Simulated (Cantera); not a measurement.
A closed system holds: 1 mol AlN, 2.3 mol O₂, 68 mol H₂, at 1.33 mbar.

Method: chemical equilibrium by Gibbs-energy minimisation in Cantera with the NASA 1993 tables (ideal gas, pure condensed phases). Candidate condensed phases: Al, AlN, Al₂O₃, H₂O; 35 gas species. The numbers say what is thermodynamically allowed, not how fast it happens. All values below are at 1325 K.

Base state: H₂ 0.947, H₂O 0.0453, N₂ 0.00730, H 4.36e-5 (mole fractions); condensed: Al₂O₃(s).

**Question.** What changes in the equilibrium state with this change: O₂ from 2.3 to 5.3 mol?

**Answer.** 
```
species         before    after
-------------  -------  -------
H₂               0.947    0.860
H₂O             0.0453    0.133
N₂             0.00730  0.00730
H              4.36e-5  4.15e-5
Al₂O₃(s), mol    0.500    0.500
```
